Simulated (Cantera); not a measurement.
A freely propagating, adiabatic, planar premixed flame of CH4 : O2 : N2 = 1 : 1.54 : 5.78 (molar parts), unburnt at 673 K and 5780 Torr; mixture-averaged transport, grid criteria slope 0.08 and curve 0.16, no radiation.

Cantera simulation using GRI-Mech 3.0 (53 species, 325 reactions); the numbers are that mechanism's predictions, not measurements. Burning velocities carry a grid error of a few per cent, more on coarse grids.

**Question.** What does this change do: 0.76 parts H2 added?

**Answer.** 
| quantity | before | after |
|---|---|---|
| laminar burning velocity | 55.5 cm/s | 53.8 cm/s |
| thermal thickness | 0.0915 mm | 0.110 mm |
| peak x(HCN) | 4.78e-5 | 3.53e-5 |
| peak x(CO) | 0.0690 | 0.0765 |
| peak x(CH2O) | 0.00148 | 0.00152 |

**Question.** What does this change do: inlet temperature 673 to 375 K?

**Answer.** 
```csv
quantity,before,after
laminar burning velocity,55.5 cm/s,12.7 cm/s
thermal thickness,0.0915 mm,0.188 mm
peak x(HCN),4.78e-5,2.24e-5
peak x(CO),0.0690,0.0626
peak x(CH2O),0.00148,0.00136
peak x(H2),0.0420,0.0441
```
